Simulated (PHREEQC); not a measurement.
Make-up at 20 °C: 0.22 mol/kgw KOH, 0.0007 mol/kgw K2SO4 and 0.0044 mol/kgw CO2. Closed to the air; pH follows from the charge balance.

Computed with PHREEQC (ion-association model, wateq4f.dat).

```json
{
 "pH": "13.34",
 "ionic_strength": "0.226 mol/kgw",
 "activity_of_water": "0.993",
 "total_alkalinity": "220 meq/kg"
}
```

| species | molality | activity | log γ |
|---|---|---|---|
| K+ | 0.221 | 0.156 | -0.152 |
| OH- | 0.211 | 0.148 | -0.156 |
| CO3-2 | 0.00440 | 0.00132 | -0.522 |
| SO4-2 | 0.000507 | 0.000143 | -0.550 |
| KSO4- | 0.000193 | 0.000143 | -0.131 |
| HCO3- | 1.93e-6 | 1.43e-6 | -0.131 |

Precipitation was switched off in this run.
